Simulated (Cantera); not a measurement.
An adiabatic, constant-volume homogeneous reactor starts with CH₃OH : O₂ : N₂ = 1 : 2.17 : 8.17 (molar parts), at 1100 K and 101000 Pa.

Model: GRI-Mech 3.0 (53 species, 325 reactions), integrated in Cantera. GRI-Mech 3.0 was tuned for natural gas; its chemistry of methanol as a main component is partial and can be far from experiment.

x: mole fraction; the columns are a selection and need not sum to one.

```
t (s)     T (K)  P (bar)  x CH₃OH    x O₂    x NO       x H₂O      x H₂O₂
--------  -----  -------  -------  ------  ------  ----------  ----------
3.00e-6    1100     1.01   0.0882   0.191  <1e-12    6.12e-10      <1e-12
1.22e-5    1100     1.01   0.0882   0.191  <1e-12  (withheld)      <1e-12
4.95e-5    1100     1.01   0.0882   0.191  <1e-12     1.07e-8      <1e-12
0.000201   1100     1.01   0.0882   0.191  <1e-12     4.37e-8    3.90e-12
0.000815   1100     1.01   0.0882   0.191  <1e-12     1.79e-7    2.75e-10
0.00331    1100     1.01   0.0882   0.191  <1e-12     7.50e-7     1.26e-8
0.0134     1100     1.01   0.0882   0.191  <1e-12     5.31e-6     3.08e-7
0.0546     1106     1.02   0.0862   0.190  <1e-12  (withheld)  (withheld)
0.222      2612     2.55   <1e-12  0.0528  0.0129       0.154     5.02e-7
0.900      2612     2.55   <1e-12  0.0528  0.0129       0.154     5.02e-7
```

Q: What belongs in the gaps?

A: 
- 1.22e-5, x H₂O: 2.59e-9
- 0.0546, x H₂O: 0.00130
- 0.0546, x H₂O₂: 0.000152
